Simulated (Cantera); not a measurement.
A perfectly stirred reactor is fed with 20.0 % CH4, 80.0 % H2O, at 16.0 bar; it is held at 2050 K, and followed from long to short residence time.

Cantera simulation using GRI-Mech 3.0 (53 species, 325 reactions); the numbers are that mechanism's predictions, not measurements. The pressure lies above the range GRI-Mech 3.0 was tuned for (to about 10 atm).

x: mole fraction; the columns are a selection and need not sum to one.

| τ (s) | x CH4 | x H2O | x CH2O | x CO2 | x CH2CO |
|---|---|---|---|---|---|
| 2.7 | 8.58e-5 | 0.406 | 3.75e-7 | 0.0227 | 1.06e-8 |
| 0.51 | 0.000444 | 0.407 | 4.72e-7 | 0.0227 | 6.17e-8 |
| 0.094 | 0.00212 | 0.410 | 9.41e-7 | 0.0228 | 4.55e-7 |
| 0.018 | (withheld) | 0.425 | (withheld) | 0.0229 | (withheld) |
| 0.0033 | 0.0195 | 0.475 | 8.16e-6 | 0.0220 | 1.95e-5 |
| 0.00061 | 0.0388 | 0.569 | 2.55e-5 | 0.0161 | 6.05e-5 |
| 0.00011 | (withheld) | (withheld) | (withheld) | (withheld) | (withheld) |

Problem. Fill in the missing entries.

Solution. 
- 0.018, x CH4: 0.00750
- 0.018, x CH2O: 2.64e-6
- 0.018, x CH2CO: 3.47e-6
- 0.00011, x CH4: 0.0700
- 0.00011, x H2O: 0.667
- 0.00011, x CH2O: 7.40e-5
- 0.00011, x CO2: 0.00556
- 0.00011, x CH2CO: 0.000101
